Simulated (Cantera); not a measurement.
**Equilibrium for chlorosilane synthesis and conversion: SiCl4 + HCl + H2**

A closed system holds: 1 mol SiCl4, 0.52 mol HCl, 6.5 mol H2, at 13.0 bar.

These are equilibrium values from Cantera (NASA tables, ideal gas, pure condensed phases), not measurements of a reactor. Candidate condensed phases: Si; 19 gas species. The tables' values for SiCl3 are old estimates; treat these amounts as uncertain. Equilibrium is a limit: real reactors are often held back by kinetics, nucleation or transport.

From 723 K to 1398 K nothing is condensed. The main Si-bearing gas is SiCl4 throughout.

| T (K) | log p H2 | log p SiCl4 | log p HCl | log p SiHCl3 |
|---|---|---|---|---|
| 723 | 1.02 | 0.21 | -0.07 | -2.22 |
| 798 | 1.02 | 0.21 | -0.07 | -1.76 |
| 873 | 1.02 | 0.20 | -0.05 | -1.40 |
| 948 | 1.02 | 0.19 | -0.03 | -1.10 |
| 1023 | 1.02 | 0.17 | -0.01 | -0.87 |
| 1098 | 1.01 | 0.15 | 0.02 | -0.70 |
| 1173 | 1.01 | 0.12 | 0.06 | -0.56 |
| 1248 | 1.01 | 0.09 | 0.10 | -0.46 |
| 1323 | 1.00 | 0.05 | 0.14 | -0.38 |
| 1398 | 0.99 | 0.00 | 0.18 | -0.35 |
log p: log10 of the partial pressure in bar; nothing condenses.
